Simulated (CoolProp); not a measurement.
Properties of CHF3 (R23) along the isotherm 313.8 K.

Computed with CoolProp (reference Helmholtz-energy equation of state, Penoncello 2003).

```csv
p (bar),phase,cp (kJ/(kg K)),viscosity (µPa s),conductivity (mW/(m K)),fugacity coefficient
32.2,gas,1.124,16.8,19.5,0.8031
64.4,supercritical,5.413,30.7,39.0,0.6121
96.6,supercritical,2.120,61.0,63.1,0.4614
129,supercritical,1.717,73.8,70.8,0.3816
161,supercritical,1.563,82.9,75.7,0.3349
193,supercritical,1.477,90.5,79.6,0.3047
225,supercritical,1.421,97.2,82.8,0.2842
258,supercritical,1.380,103,85.7,0.2696
290,supercritical,1.350,109,88.2,0.2597
322,supercritical,1.326,114,90.5,0.2529
354,supercritical,1.307,119,92.5,0.2484
387,supercritical,1.291,124,94.5,0.2456
419,supercritical,1.277,129,96.3,0.2444
451,supercritical,1.266,134,98.0,0.2444
483,supercritical,1.256,138,99.6,0.2454
```

The peak of cp marks the crossing from liquid-like to gas-like fluid above the critical point.

Viscosity comes from a separate model (Shan 2000). Thermal conductivity comes from a separate model (Shan 2000).
